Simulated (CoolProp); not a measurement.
Values from CoolProp's reference Helmholtz-energy equation of state, Span 1996.

Question: For carbon dioxide, give the phase and the cp (kJ/(kg K)), viscosity (µPa s) at 409.7 K and 101 kPa.

Answer: 
- 409.7 K and 101 kPa: gas; cp 0.950, viscosity 20.1

Viscosity comes from a separate model (Laesecke 2017).
